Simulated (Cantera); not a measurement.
**Transport properties of process gases**

Gas mixture: 66.7 % C₂H₆, 18.2 % NH₃, 15.2 % C₂H₂, at 20.0 Torr, frozen composition.

Cantera's kinetic-theory transport with the Lennard-Jones parameters of GRI-Mech 3.0, ideal gas; thermal conductivity in the mixture-averaged form. Polar gases are described roughly by these parameters.

```tsv
T (K)	ρ (kg/m³)	cp (J/kg/K)	μ (µPa s)	λ (mW/m/K)	Pr	D (cm²/s) CO₂	D (cm²/s) H₂	D (cm²/s) CH₃
400	0.0217	2144	12.8	37.1	0.738	7.68	38.4	11.1
500	0.0174	2501	15.6	52.3	0.744	11.7	56.4	16.6
600	0.0145	2829	18.1	68.5	0.750	16.3	76.8	23.0
700	0.0124	3114	20.6	85.0	0.753	21.5	99.7	30.1
800	0.0109	3356	22.8	102	0.754	27.2	125	38.0
900	0.00965	3569	25.0	118	0.754	33.5	152	46.5
1000	0.00869	3779	27.0	135	0.758	40.3	181	55.7
```
D: mixture-averaged diffusion coefficient of that species in the mixture.
